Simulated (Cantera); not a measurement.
**c-C4F8 + Si + H2 (fluorocarbon and chlorocarbon gases)**

Input: 1 mol c-C4F8, 0.039 mol Si, 3.4 mol H2, at 3548 K and 133 Pa.

Cantera equilibrium calculation (NASA polynomials, part measured and part estimated; ideal gas, pure solids and liquids). Candidate condensed phases: C, C6H6, C7H8, C8H18, Si, SiC; 113 gas species. The feed counts by its element totals alone. The tables' values for SiF, SiF2 are old estimates; treat these amounts as uncertain. Kinetics and transport are ignored.

| Item | Result |
|---|---|
| x(F) | 0.413 |
| x(H) | 0.352 |
| x(C) | 0.177 |
| x(HF) | 0.0312 |
| x(C2) | 0.0117 |
| x(CF) | 0.00704 |
| x(C3) | 0.00591 |
| x(Si) | 0.00197 |
| x(H2) | 0.000381 |
| gas amount | 17.73 mol |
| log10 activity of C(graphite) (absent) | -1.24 |
| log10 activity of Si(l) (absent) | -5.64 |
